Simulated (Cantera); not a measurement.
# Gas-phase reforming

An isothermal, constant-pressure homogeneous reactor starts with CH₄ : CO₂ : H₂ = 1 : 4.5 : 0.43 (molar parts), at 1473 K and 1300000 Pa.

Model: GRI-Mech 3.0 (53 species, 325 reactions), integrated in Cantera. The pressure lies above the range GRI-Mech 3.0 was tuned for (to about 10 atm).

```
t (s)       x CH₄  x CO₂    x H₂     x CH₂    x C₂H₆    x C₂H₄
--------  -------  -----  ------  --------  --------  --------
1.00e-5     0.169  0.759  0.0725  3.96e-12   5.20e-8   2.68e-9
3.28e-5     0.169  0.759  0.0725  2.81e-11   1.41e-6   8.04e-8
0.000107    0.169  0.759  0.0725  5.64e-11   1.46e-5   1.09e-6
0.000351    0.168  0.759  0.0724  6.78e-11   5.98e-5   8.72e-6
0.00115     0.168  0.758  0.0719  9.25e-11  0.000162   7.14e-5
0.00377     0.167  0.755  0.0703  1.16e-10  0.000256  0.000444
0.0124      0.163  0.745  0.0658  1.25e-10  0.000274   0.00145
0.0405      0.151  0.713  0.0551  1.62e-10  0.000282   0.00289
0.133       0.116  0.634  0.0393  3.56e-10  0.000247   0.00469
0.434      0.0557  0.507  0.0359  9.36e-10  0.000107   0.00693
1.42       0.0324  0.419  0.0512  6.84e-10   5.72e-5   0.00724
4.66       0.0304  0.353  0.0735  1.94e-10   3.57e-5   0.00334
15.3       0.0175  0.298  0.0991  4.16e-11   8.90e-6  0.000627
50.0      0.00459  0.268   0.118  6.82e-12   5.22e-7   3.12e-5
```
x: mole fraction; the columns are a selection and need not sum to one.

Equilibrium at this temperature and pressure: CH₄ 4.60e-6, CO₂ 0.259, H₂ 0.124, CH₂ <1e-12, C₂H₆ <1e-12, C₂H₄ 3.03e-11 (gas phase only).
